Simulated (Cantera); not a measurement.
Input: 1 mol Fe(CO)₅, 7 mol N₂, held at 1250 K and 1.00 bar.

Cantera equilibrium calculation (NASA polynomials, part measured and part estimated; ideal gas, pure solids and liquids). Candidate condensed phases: C, Fe, Fe(CO)₅, FeO, Fe₂O₃, Fe₃O₄; 27 gas species. Condensed phases not in the tables: cementite and carbon dissolved in iron. The numbers say what is thermodynamically allowed, not how fast it happens.

Base state: N₂ 0.584, CO 0.414, CO₂ 0.00165 (mole fractions); condensed: C(graphite) + Fe(γ).

Problem. What changes in the equilibrium state with this change: N₂ from 7 to 4.1 mol?

Solution. 
| species | before | after |
|---|---|---|
| CO | 0.414 | 0.545 |
| N₂ | 0.584 | 0.452 |
| CO₂ | 0.00165 | 0.00286 |
| C(graphite), mol | 0.0198 | 0.0260 |
| Fe(γ), mol | 1.00 | 1.00 |
